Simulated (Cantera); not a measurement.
Mixture: 11.5 % CO, 8.31 % H₂, 16.9 % O₂, 63.3 % N₂, equivalence ratio 0.59, at 27.0 bar, adiabatic and at constant volume. Ignition delay is the time to a rise of 400 K.

Detailed kinetics in Cantera: GRI-Mech 3.0 (53 species, 325 reactions). The hydrogen kinetics of GRI-Mech 3.0 are dated; newer H2 mechanisms differ, most at raised pressure. The pressure lies above the range GRI-Mech 3.0 was tuned for (to about 10 atm). Below about 950 K walls govern HO2 and H2O2 in real vessels.

Predict: delay at 900 K; delay at 1100 K; delay at 1300 K; delay at 1500 K; delay at 1700 K; apparent activation energy between 1500 and 1700 K.


```json
{
  "delay at 900 K": "44.2 ms",
  "delay at 1100 K": "0.501 ms",
  "delay at 1300 K": "13.2 µs",
  "delay at 1500 K": "1.13 µs",
  "delay at 1700 K": "0.495 µs",
  "apparent activation energy between 1500 and 1700 K": "88 kJ/mol"
}
```
